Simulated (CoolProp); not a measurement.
Vapour-liquid equilibrium of R113 (1) + benzene (2) at 43.15 °C; x and y are mole fractions of (1).

Model: multi-fluid Helmholtz-energy mixture model, Marx 1992 and Thol 2012; pair parameters Bell 2016, in CoolProp.

```csv
x,"bubble pressure, mixture model (bar)","bubble pressure, Raoult's law (bar)","y, mixture model","y, Raoult's law"
0.05,0.3448,0.3069,0.232,0.142
0.2,0.4905,0.3962,0.528,0.440
0.35,0.5876,0.4856,0.658,0.629
0.5,0.6630,0.5749,0.745,0.759
0.65,0.7291,0.6642,0.820,0.854
0.8,0.7916,0.7536,0.894,0.926
0.95,0.8526,0.8429,0.972,0.984
```

The largest gap from Raoult's law is +23.8 % in bubble pressure, at x = 0.2. No azeotrope shows between x = 0.05 and 0.95.

Pair parameters are fitted to limited data, so mixtures are less certain than the pure fluids.
